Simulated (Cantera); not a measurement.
# Thermodynamics of halide evaporation, hydrolysis and transport, feed BaF2 + H2O + N2 + HF

A closed system holds: 1 mol BaF2, 0.18 mol H2O, 1.5 mol N2, 0.17 mol HF, at 24.0 mbar.

Equilibrium computed with Cantera from the NASA thermochemical tables; the gas is ideal and each condensed phase is pure. Candidate condensed phases: Ba, BaF2, BaO, Ba(OH)2, H2O; 45 gas species. Equilibrium is a limit: real reactors are often held back by kinetics, nucleation or transport.

```
T (°C)   x N2    x BaF2   x H2O    x HF     x BaF      x H2      x O2      x OH  n BaF2(s)  n BaF2(l)
------  -----  --------  ------  ------  --------  --------  --------  --------  ---------  ---------
1177    0.810  0.000483  0.0971  0.0918   3.68e-9   9.62e-5   3.81e-5   1.45e-5      0.999          0
1227    0.810   0.00129  0.0970  0.0918   2.18e-8  0.000153   5.99e-5   2.54e-5      0.998          0
1277    0.808   0.00322  0.0967  0.0916   1.14e-7  0.000236   9.14e-5   4.30e-5      0.994          0
1327    0.805   0.00751  0.0962  0.0912   5.36e-7  0.000354  0.000136   7.03e-5      0.986          0
1377    0.797    0.0164  0.0951  0.0904   2.26e-6  0.000515  0.000196  0.000111          0      0.969
1427    0.784    0.0327  0.0932  0.0889   8.41e-6  0.000728  0.000275  0.000170          0      0.937
1477    0.760    0.0624  0.0900  0.0862   2.91e-5  0.000997  0.000378  0.000251          0      0.877
1527    0.717     0.114  0.0844  0.0815   9.51e-5   0.00131  0.000504  0.000356          0      0.760
1577    0.645     0.202  0.0752  0.0736  0.000297   0.00161  0.000654  0.000482          0      0.529
1627    0.528     0.346  0.0603  0.0612  0.000902   0.00176  0.000834  0.000606          0     0.0147
1677    0.525     0.348  0.0590  0.0614   0.00142   0.00224   0.00111  0.000838          0          0
1727    0.524     0.347  0.0576  0.0621   0.00213   0.00281   0.00146   0.00114          0          0
1777    0.523     0.346  0.0559  0.0631   0.00312   0.00347   0.00189   0.00152          0          0
1827    0.522     0.344  0.0539  0.0644   0.00443   0.00421   0.00240   0.00199          0          0
```
x: gas mole fraction; n: condensed amount in mol.

From 1177 °C to 1327 °C the condensed part is BaF2(s). From 1377 °C to 1627 °C the condensed part is BaF2(l). From 1677 °C to 1827 °C nothing is condensed. The main Ba-bearing gas is BaF2 throughout.
